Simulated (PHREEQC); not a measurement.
Consider water at 85 °C with 0.0023 mol/kgw CuSO4, 0.0004 mol/kgw HCl and 0.21 mol/kgw NaCl. Closed to the air; pH follows from the charge balance.

Equilibrium calculation in PHREEQC: ion-association model, wateq4f.dat.

No solid was allowed to form.

Q: Estimate the pH, activity of water.

A: pH 3.59; activity of water 0.993.

Q: In which forms is S present?

A: SO4-2 71 %, NaSO4- 25 %, HSO4- 3.0 %, CuSO4 1.0 % of the S.

Constants without temperature data keep their 25 °C values here.
